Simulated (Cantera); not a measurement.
A Cantera script and its output.

```python
import numpy as np
import cantera as ct

gas = ct.Solution("h2o2.yaml")
gas.TPX = 1248, 610, {'H2': 0.025, 'O2': 1}
reactor = ct.IdealGasConstPressureReactor(gas, energy="off", clone=False)
net = ct.ReactorNet([reactor])
net.rtol, net.atol = 1e-08, 1e-18
show = ['H2', 'O2', 'H2O', 'HO2', 'OH', 'H2O2', 'H']
times = np.geomspace(1e-06, 30, 12)

steps = ct.SolutionArray(gas, extra=["t"])
rows = []
print(f"{'t/s':>10s}{'T/K':>9s}{'P/Pa':>11s}" + "".join(f"{s:>11s}" for s in show))
for t in times:
    while net.time < t:
        t_next = net.step()
        steps.append(gas.state, t=t_next)
    rows.append([np.interp(t, steps.t, y) for y in (steps.T, steps.P, *steps(*show).X.T)])
    print(f"{t:10.3e}{rows[-1][0]:9.1f}{rows[-1][1]:11.4g}" + "".join(f"{x:11.3e}" for x in rows[-1][2:]))
rate = np.gradient(steps.T, steps.t)
print("integrator steps:", len(steps.t))
if steps.T.max() > steps.T[0] + 200:
    print(f"time of steepest temperature rise: {steps.t[rate.argmax()]:.4e} s")
gas.TPX = 1248, 610, {'H2': 0.025, 'O2': 1}
gas.equilibrate("TP")
print(f"equilibrium (TP): T = {gas.T:.1f} K  " + "  ".join(f"{s} {gas[s].X[0]:.3e}" for s in show))
```

It prints:

```
       t/s      T/K       P/Pa         H2         O2        H2O        HO2         OH       H2O2          H
 1.000e-06   1248.0        610  2.439e-02  9.756e-01  2.022e-16  2.393e-11  1.587e-13  1.635e-17  2.377e-11
 4.783e-06   1248.0        610  2.439e-02  9.756e-01  2.114e-14  1.145e-10  3.546e-12  3.728e-16  1.109e-10
 2.288e-05   1248.0        610  2.439e-02  9.756e-01  2.132e-12  5.477e-10  7.374e-11  8.489e-15  4.750e-10
 1.094e-04   1248.0        610  2.439e-02  9.756e-01  1.759e-10  2.620e-09  1.176e-09  1.938e-13  1.545e-09
 5.235e-04   1248.0        610  2.439e-02  9.756e-01  9.938e-09  1.254e-08  1.336e-08  4.397e-12  5.729e-09
 2.504e-03   1248.0        610  2.439e-02  9.756e-01  2.287e-06  6.181e-08  1.359e-06  9.756e-11  4.526e-07
 1.198e-02   1248.0        610  3.277e-04  9.542e-01  2.175e-02  8.093e-07  2.342e-03  2.289e-08  2.294e-03
 5.730e-02   1248.0        610  2.078e-04  9.560e-01  2.230e-02  7.349e-07  2.014e-03  1.869e-08  1.811e-03
 2.741e-01   1248.0        610  1.369e-04  9.629e-01  2.310e-02  6.245e-07  1.640e-03  1.808e-08  9.389e-04
 1.311e+00   1248.0        610  3.461e-05  9.721e-01  2.414e-02  3.245e-07  8.287e-04  1.339e-08  1.150e-04
 6.272e+00   1248.0        610  2.996e-06  9.750e-01  2.456e-02  6.830e-08  2.446e-04  4.668e-09  2.899e-06
 3.000e+01   1248.0        610  2.289e-07  9.753e-01  2.466e-02  1.027e-08  6.776e-05  8.438e-10  6.128e-08
integrator steps: 1520
equilibrium (TP): T = 1248.0 K  H2 1.069e-08  O2 9.753e-01  H2O 2.468e-02  HO2 9.843e-09  OH 1.467e-05  H2O2 6.899e-11  H 6.224e-10
```

Detailed kinetics in Cantera: the H2/O2 subset of GRI-Mech 3.0, which has no nitrogen chemistry. Radical loss at walls, strong at low pressure, is not modelled.
